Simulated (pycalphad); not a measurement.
All values are pycalphad results on the COST 507 light-alloy database (1999) (1 atm), not direct measurements. These are 1990s assessments: newer ones move some temperatures and phases. Diffusion is slow at the low end, where real alloys seldom reach equilibrium.

Molar enthalpy of Ti-0.246B (wt.%) in equilibrium (SER reference):

```csv
T (K),H (kJ/mol),phases
2850,110.78,LIQUID
2650,101.55,LIQUID
2450,92.33,LIQUID
2250,83.10,LIQUID
2050,73.88,LIQUID
1950,69.26,LIQUID
1850,54.04,BCC_A2 + LIQUID
1750,46.94,BCC_A2 + BM
1650,43.51,BCC_A2 + BM
1450,37.01,BCC_A2 + BM
1250,30.89,BCC_A2 + BM
1050,20.46,HCP_A3 + BM
850,13.99,HCP_A3 + BM
650,7.89,HCP_A3 + BM
```

Cooling from 1950 K to 1750 K, across the freezing range, releases 22.3 kJ/mol, or 470 J/g. The slope is 46 J/(mol K) in the liquid and 34 J/(mol K) just below the solidus, where it includes any heat of precipitation. Liquidus 1918 K, solidus 1814 K. Changes were sought between steps of 100 K, so a narrower field can be missed.

Database names, with the compositions (at.%) that they take in these runs: BM: Ti 50 B 50. BCC_A2 is bcc; HCP_A3 is hcp.
